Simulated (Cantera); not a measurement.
Carbothermic reduction: Fe₃O₄ + CO + CH₄

Input: 1 mol Fe₃O₄, a varied amount of CO, 1.4 mol CH₄, at 1173 K and 0.0133 bar.

Equilibrium computed with Cantera from the NASA thermochemical tables; the gas is ideal and each condensed phase is pure. Candidate condensed phases: C, C₆H₆, C₇H₈, C₈H₁₈, Fe, Fe(CO)₅, FeO, Fe(OH)₂, Fe(OH)₃, Fe₂O₃, Fe₃O₄, H₂O; 114 gas species. Mutual solubility and eutectic melting of coexisting phases are not modelled. The tables' stoichiometric FeO is somewhat more stable than real wüstite, so its field is too wide. FeO: taken at fixed stoichiometry. Equilibrium is a limit: real reactors are often held back by kinetics, nucleation or transport.

```json
[
 {"n(CO) (mol)": "0.72", "log p CO": "-2.32", "log p H₂": "-2.22", "log p CO₂": "-3.01", "log p H₂O": "-2.80", "log p H": "-8.04", "log p CH₄": "-9.35", "n Fe(α)": "1.35", "n FeO(s)": "1.65"},
 {"n(CO) (mol)": "2.4", "log p CO": "-2.20", "log p H₂": "-2.35", "log p CO₂": "-2.88", "log p H₂O": "-2.93", "log p H": "-8.10", "log p CH₄": "-9.48", "n Fe(α)": "1.63", "n FeO(s)": "1.37"},
 {"n(CO) (mol)": "4", "log p CO": "-2.14", "log p H₂": "-2.44", "log p CO₂": "-2.82", "log p H₂O": "-3.02", "log p H": "-8.15", "log p CH₄": "-9.61", "n Fe(α)": "1.91", "n FeO(s)": "1.09"},
 {"n(CO) (mol)": "5.7", "log p CO": "-2.10", "log p H₂": "-2.53", "log p CO₂": "-2.79", "log p H₂O": "-3.10", "log p H": "-8.19", "log p CH₄": "-9.73", "n Fe(α)": "2.20", "n FeO(s)": "0.800"},
 {"n(CO) (mol)": "7.4", "log p CO": "-2.08", "log p H₂": "-2.59", "log p CO₂": "-2.76", "log p H₂O": "-3.17", "log p H": "-8.23", "log p CH₄": "-9.85", "n Fe(α)": "2.49", "n FeO(s)": "0.508"},
 {"n(CO) (mol)": "9", "log p CO": "-2.06", "log p H₂": "-2.65", "log p CO₂": "-2.74", "log p H₂O": "-3.23", "log p H": "-8.25", "log p CH₄": "-9.94", "n Fe(α)": "2.77", "n FeO(s)": "0.234"},
 {"n(CO) (mol)": "11", "log p CO": "-2.04", "log p H₂": "-2.71", "log p CO₂": "-2.75", "log p H₂O": "-3.31", "log p H": "-8.28", "log p CH₄": "-10.01", "n Fe(α)": "3.00", "n FeO(s)": "0"},
 {"n(CO) (mol)": "12", "log p CO": "-2.03", "log p H₂": "-2.73", "log p CO₂": "-2.77", "log p H₂O": "-3.36", "log p H": "-8.29", "log p CH₄": "-10.01", "n Fe(α)": "3.00", "n FeO(s)": "0"},
 {"n(CO) (mol)": "14", "log p CO": "-2.01", "log p H₂": "-2.77", "log p CO₂": "-2.81", "log p H₂O": "-3.46", "log p H": "-8.31", "log p CH₄": "-10.02", "n Fe(α)": "3.00", "n FeO(s)": "0"}
]
```
log p: log10 of the partial pressure in bar; n: condensed amount in mol.

From 0.72 mol CO to 9 mol CO the condensed part is Fe(α) + FeO(s). From 11 mol CO to 14 mol CO the condensed part is Fe(α).
